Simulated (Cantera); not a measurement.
Halide evaporation, hydrolysis and transport: PbCl2 + H2 + N2

Feed: 1 mol PbCl2, 0.37 mol H2, 6.6 mol N2, held at 1700 °C and 0.173 Torr.

Cantera equilibrium calculation (NASA polynomials, part measured and part estimated; ideal gas, pure solids and liquids). Candidate condensed phases: NH4Cl, Pb, PbCl2; 17 gas species. Equilibrium is a limit: real reactors are often held back by kinetics, nucleation or transport.

The x(N2) is 0.690 and the x(Cl) is 0.130. The x(Pb) is 0.0967, the x(HCl) is 0.0714 and the x(PbCl) comes out as 0.00772. The x(H) is 0.00326. The x(H2) is 0.00134. The x(PbCl2) comes out as 6.61e-5. The x(Cl2) is 8.76e-6. The gas amount comes out as 9.569 mol and the log10 activity of Pb(l) (absent) comes out as -4.54.
